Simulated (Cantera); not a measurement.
Cantera with NASA thermochemical tables; ideal gases at 1 bar, condensed phases pure. Values are per mole of reaction as written; species without (g) are pure solids or liquids, kept so even where they would boil at 1 bar.

Task: Between 575 and 1025 K, where is each reaction favourable under standard conditions?
- H2(g) + SrO → H2O(g) + Sr

Result: 
- H2(g) + SrO → H2O(g) + Sr: ΔG° is 319 kJ at 575 K and 299 kJ at 1025 K; it stays positive (K < 1). ΔH° is 340 kJ and ΔS° 40 J/K at 1025 K.
